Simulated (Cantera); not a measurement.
Input (Python, Cantera):

```python
import numpy as np
import cantera as ct

gas = ct.Solution("gri30.yaml")
gas.TPX = 1550, 11000, {'CH4': 1, 'CO2': 0.58}
reactor = ct.IdealGasConstPressureReactor(gas, energy="off", clone=False)
net = ct.ReactorNet([reactor])
net.rtol, net.atol = 1e-08, 1e-18
show = ['CH4', 'CO2', 'H2O2', 'CH2', 'C2H', 'CO', 'C2H2']
times = np.geomspace(2e-05, 20, 15)

steps = ct.SolutionArray(gas, extra=["t"])
rows = []
print(f"{'t/s':>10s}{'T/K':>9s}{'P/Pa':>11s}" + "".join(f"{s:>11s}" for s in show))
for t in times:
    while net.time < t:
        t_next = net.step()
        steps.append(gas.state, t=t_next)
    rows.append([np.interp(t, steps.t, y) for y in (steps.T, steps.P, *steps(*show).X.T)])
    print(f"{t:10.3e}{rows[-1][0]:9.1f}{rows[-1][1]:11.4g}" + "".join(f"{x:11.3e}" for x in rows[-1][2:]))
rate = np.gradient(steps.T, steps.t)
print("integrator steps:", len(steps.t))
if steps.T.max() > steps.T[0] + 200:
    print(f"time of steepest temperature rise: {steps.t[rate.argmax()]:.4e} s")
gas.TPX = 1550, 11000, {'CH4': 1, 'CO2': 0.58}
gas.equilibrate("TP")
print(f"equilibrium (TP): T = {gas.T:.1f} K  " + "  ".join(f"{s} {gas[s].X[0]:.3e}" for s in show))
```

Result:

```
       t/s      T/K       P/Pa        CH4        CO2       H2O2        CH2        C2H         CO       C2H2
 2.000e-05   1550.0    1.1e+04  6.329e-01  3.671e-01  3.511e-19  1.756e-12  2.722e-23  1.942e-08  1.709e-15
 5.365e-05   1550.0    1.1e+04  6.329e-01  3.671e-01  1.493e-18  1.364e-11  6.589e-21  5.321e-08  1.459e-13
 1.439e-04   1550.0    1.1e+04  6.329e-01  3.671e-01  3.752e-18  1.007e-10  1.241e-18  1.446e-07  9.864e-12
 3.861e-04   1550.0    1.1e+04  6.328e-01  3.671e-01  4.902e-18  7.065e-10  2.025e-16  4.038e-07  5.994e-10
 1.036e-03   1550.0    1.1e+04  6.325e-01  3.670e-01  4.249e-18  4.214e-09  2.970e-14  1.338e-06  3.585e-08
 2.779e-03   1550.0    1.1e+04  6.317e-01  3.669e-01  5.438e-18  1.553e-08  1.665e-12  6.772e-06  1.748e-06
 7.455e-03   1550.0    1.1e+04  6.280e-01  3.665e-01  1.074e-17  3.946e-08  3.145e-11  4.812e-05  5.604e-05
 2.000e-02   1550.0    1.1e+04  6.103e-01  3.635e-01  3.989e-17  7.380e-08  4.896e-10  3.921e-04  1.288e-03
 5.365e-02   1550.0    1.1e+04  5.522e-01  3.499e-01  2.085e-16  6.936e-08  3.820e-09  2.607e-03  1.365e-02
 1.439e-01   1550.0    1.1e+04  4.466e-01  3.151e-01  9.226e-16  4.941e-08  1.152e-08  1.283e-02  4.937e-02
 3.861e-01   1550.0    1.1e+04  3.055e-01  2.468e-01  4.321e-15  3.864e-08  2.183e-08  4.909e-02  9.562e-02
 1.036e+00   1550.0    1.1e+04  1.552e-01  1.304e-01  2.200e-14  3.695e-08  3.708e-08  1.338e-01  1.409e-01
 2.779e+00   1550.0    1.1e+04  5.528e-02  4.259e-02  5.585e-14  3.338e-08  5.471e-08  2.118e-01  1.606e-01
 7.455e+00   1550.0    1.1e+04  2.806e-02  2.730e-02  3.445e-14  2.014e-08  5.039e-08  2.539e-01  1.396e-01
 2.000e+01   1550.0    1.1e+04  1.913e-02  1.578e-02  9.382e-15  1.012e-08  3.588e-08  3.049e-01  1.054e-01
integrator steps: 1512
equilibrium (TP): T = 1550.0 K  CH4 5.838e-03  CO2 7.662e-08  H2O2 1.886e-25  CH2 1.701e-09  C2H 2.051e-08  CO 3.695e-01  C2H2 6.328e-02
```

Computed with Cantera and GRI-Mech 3.0 (53 species, 325 reactions). GRI-Mech 3.0 stops at C3 and has no aromatics, soot or wall deposition, so with more carbon than oxygen in the feed, carbon stays in small species such as C2H2 where larger ones or solid carbon would form.
